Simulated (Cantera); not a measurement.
# Fe + Cl2 + N2 (chemical vapour transport)

A closed system holds: 1 mol Fe, 0.3 mol Cl2, 0.058 mol N2, at 2.30 bar.

Equilibrium computed with Cantera from the NASA thermochemical tables; the gas is ideal and each condensed phase is pure. Candidate condensed phases: Fe, FeCl2, FeCl3; 10 gas species. Mutual solubility and eutectic melting of coexisting phases are not modelled. Kinetics and transport are ignored.

From 1027 °C to 1077 °C the condensed part is Fe(γ) + FeCl2(l). From 1127 °C to 1377 °C the condensed part is Fe(γ). The main Fe-bearing gas is FeCl2 throughout.

```csv
T (°C),x FeCl2,x N2,x Fe2Cl4,x FeCl3,n Fe(γ),n FeCl2(l)
1027,0.382,0.542,0.0746,0.000506,0.700,0.243
1077,0.594,0.294,0.111,0.000876,0.700,0.138
1127,0.716,0.179,0.104,0.00105,0.700,0
1177,0.750,0.174,0.0750,0.00102,0.700,0
1227,0.774,0.171,0.0543,0.000978,0.700,0
1277,0.791,0.168,0.0396,0.000931,0.700,0
1327,0.803,0.167,0.0291,0.000883,0.700,0
1377,0.812,0.166,0.0217,0.000836,0.700,0
```
x: gas mole fraction; n: condensed amount in mol.
